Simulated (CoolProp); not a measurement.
R245ca at several states: fugacity coefficient from the reference equation and from simpler models built on Tc = 447.6 K, pc = 3941 kPa, ω = 0.355; each cubic takes its own stable root.

Values from CoolProp's reference Helmholtz-energy equation of state, Zhou 2016.

```csv
T (K),p (kPa),phase,reference,van der Waals,Redlich-Kwong
360,1530,liquid,0.3991,0.8057,0.5662
392,10000,liquid,…,…,0.1963
278.1,5170,liquid,…,0.1002,…
432.9,37.3,gas,0.9963,0.9970,0.9965
428.1,252,gas,…,0.9789,0.9753
229.2,152,liquid,0.01612,0.8094,0.08111
```

### Question
Fill in the missing entries.

### Answer

- 392, reference: 0.1537
- 392, van der Waals: 0.2676
- 278.1, reference: 0.01003
- 278.1, Redlich-Kwong: 0.02705
- 428.1, reference: 0.9738

At some of these states van der Waals gives the other phase, because its saturation line lies elsewhere.
